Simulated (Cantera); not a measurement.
Input (Python, Cantera) and output of one run.

```python
import numpy as np
import cantera as ct

gas_names = [...]  # 113 gases of nasa_gas.yaml made of C, H, O, Ta
cond_names = """
    C(gr) C6H6(L) C7H8(L) C8H18(L),n-octa H2O(s) H2O(L) Ta(cr) Ta(L) TaC(s) TaC(L) Ta2O5(s) Ta2O5(L)
""".split()


# ... load() reads the species with a 1 bar reference pressure and builds the phases ...
atoms = {
    'Ta(OEt)5': {'Ta': 1, 'C': 10, 'H': 25, 'O': 5},
    'O2': {'O': 2},
    'H2': {'H': 2},
}
top_T = {'C(gr)': 4500}  # K; cautious upper limits of use, not melting points


# ... equilibrate(T, P, feed) seeds the gas with the atoms and calls Mixture.equilibrate('TP', solver="vcs", rtol=1e-11, max_steps=5000) ...
results = []
feed = {'Ta(OEt)5': 1, 'O2': 0.76, 'H2': 1.8}  # mol
T = 1198  # K
P = 4.9  # Pa
mix = equilibrate(T, P, feed)
results.append((T, P, feed, dict(zip(mix.species_names, mix.species_moles))))
print(gas.report(threshold=0.001))
for i in range(1, mix.n_phases):
    print(f"{mix.phase(i).name:16s} {mix.phase_moles(i):12.5e} mol")
```

Result:

```
       temperature   1198 K
          pressure   4.9 Pa
           density   4.9962e-06 kg/m^3
  mean mol. weight   10.156 kg/kmol
   phase of matter   gas

                          1 kg             1 kmol
                     ---------------   ---------------
          enthalpy       -7.2444e+05       -7.3575e+06  J
   internal energy       -1.7052e+06       -1.7318e+07  J
           entropy             27669        2.8101e+05  J/K
    Gibbs function       -3.3871e+07         -3.44e+08  J
 heat capacity c_p            3152.1             32013  J/K
 heat capacity c_v            2333.4             23699  J/K

                      mass frac. Y      mole frac. X     chem. pot. / RT
                     ---------------   ---------------   ---------------
                CO           0.86366           0.31316           -48.275
                H2           0.13633           0.68682           -28.272
     [ +111 minor]         3.895e-06        2.3319e-05

C(gr)             2.48000e+00 mol
Ta(cr)            0.00000e+00 mol
TaC(s)            1.00000e+00 mol
Ta2O5(s)          0.00000e+00 mol
```

Equilibrium computed with Cantera from the NASA thermochemical tables; the gas is ideal and each condensed phase is pure. The feed counts by its element totals alone. TaC: taken at fixed stoichiometry. Condensed phases not in the tables: Ta2C.
